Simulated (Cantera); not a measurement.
Input (Python, Cantera) and output of one run.

```python
import numpy as np
import cantera as ct

gas_names = """
    C CO CO2 C2 C2O C3 C3O2 C4 C5 Mg MgO Mg2 O O2 O3
""".split()
cond_names = """
    C(gr) Mg(cr) Mg(L) MgCO3(s) MgO(s) MgO(L)
""".split()


# ... load() reads the species with a 1 bar reference pressure and builds the phases ...
atoms = {
    'MgCO3': {'Mg': 1, 'C': 1, 'O': 3},
    'CO2': {'C': 1, 'O': 2},
    'O2': {'O': 2},
}
top_T = {'C(gr)': 4500}  # K; cautious upper limits of use, not melting points


# ... equilibrate(T, P, feed) seeds the gas with the atoms and calls Mixture.equilibrate('TP', solver="vcs", rtol=1e-11, max_steps=5000) ...
results = []
feed = {'MgCO3': 1, 'CO2': 3.4, 'O2': 15}  # mol
P = 20000  # Pa
for T in [1873, 1923, 1973, 2023, 2073, 2123, 2173]:
    mix = equilibrate(T, P, feed)
    results.append((T, P, feed, dict(zip(mix.species_names, mix.species_moles))))
    x = sorted(zip(gas.X, gas.species_names), reverse=True)
    print(f"T = {T:g} K  P = {P:g} Pa  gas = {mix.phase_moles(0):.4g} mol")
    print("   x: " + "  ".join(f"{s} {v:.3e}" for v, s in x if v > 0.001))
    print("   condensed (mol): " + ("  ".join(f"{mix.phase(i).name} {mix.phase_moles(i):.4g}"
          for i in range(1, mix.n_phases) if mix.phase_moles(i) > 1e-12) or "none"))
```

Result:

```
T = 1873 K  P = 20000 Pa  gas = 19.41 mol
   x: O2 7.728e-01  CO2 2.265e-01
   condensed (mol): MgO(s) 1
T = 1923 K  P = 20000 Pa  gas = 19.41 mol
   x: O2 7.726e-01  CO2 2.263e-01
   condensed (mol): MgO(s) 1
T = 1973 K  P = 20000 Pa  gas = 19.42 mol
   x: O2 7.723e-01  CO2 2.260e-01  O 1.066e-03
   condensed (mol): MgO(s) 1
T = 2023 K  P = 20000 Pa  gas = 19.42 mol
   x: O2 7.719e-01  CO2 2.256e-01  O 1.565e-03
   condensed (mol): MgO(s) 1
T = 2073 K  P = 20000 Pa  gas = 19.44 mol
   x: O2 7.713e-01  CO2 2.250e-01  O 2.257e-03  CO 1.364e-03
   condensed (mol): MgO(s) 1
T = 2123 K  P = 20000 Pa  gas = 19.45 mol
   x: O2 7.706e-01  CO2 2.242e-01  O 3.198e-03  CO 1.987e-03
   condensed (mol): MgO(s) 1
T = 2173 K  P = 20000 Pa  gas = 19.47 mol
   x: O2 7.696e-01  CO2 2.231e-01  O 4.459e-03  CO 2.839e-03
   condensed (mol): MgO(s) 0.9999
```

These are equilibrium values from Cantera (NASA tables, ideal gas, pure condensed phases), not measurements of a reactor.
